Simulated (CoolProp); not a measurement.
A Linde-Hampson liquefier for oxygen: isothermal reversible compression at 250 K from 1 atm to 25 MPa, throttling to 1 atm, return gas leaving the recuperator 10 K below the feed. Each further row changes one setting.

Model: reference Helmholtz-energy equation of state, Schmidt 1985, in CoolProp.

| case | liquid yield per pass | compression work (kJ/kg of gas) |
|---|---|---|
| as stated | (withheld) | 341 |
| high pressure 50 MPa | 0.228 | (withheld) |
| warm-end temperature 280 K | (withheld) | 390 |
| warm-end gap 15 K | 0.173 | 341 |

**Question.** Some entries are withheld; supply them.

**Answer.** 
- as stated, liquid yield per pass: 0.184
- high pressure 50 MPa, compression work (kJ/kg of gas): 385
- warm-end temperature 280 K, liquid yield per pass: 0.129
